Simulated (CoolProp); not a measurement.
Tetrahydrofuran at 414.06 K and 0.118 MPa is compressed adiabatically to 0.252 MPa with isentropic efficiency 0.8. Each further row changes one setting.

Model: reference Helmholtz-energy equation of state, Fiedler 2023, in CoolProp.

```tsv
case	work (kJ/kg)	final temperature (K)	final density (kg/m³)
as stated	(withheld)	444.0	(withheld)
efficiency 1	(withheld)	(withheld)	(withheld)
efficiency 0.65	56.0	(withheld)	(withheld)
```

Q: Complete the blanks.

A: 
- as stated, work (kJ/kg): 45.5
- as stated, final density (kg/m³): 5.08
- efficiency 1, work (kJ/kg): 36.4
- efficiency 1, final temperature (K): 438.6
- efficiency 1, final density (kg/m³): 5.15
- efficiency 0.65, final temperature (K): 450.2
- efficiency 0.65, final density (kg/m³): 5.00
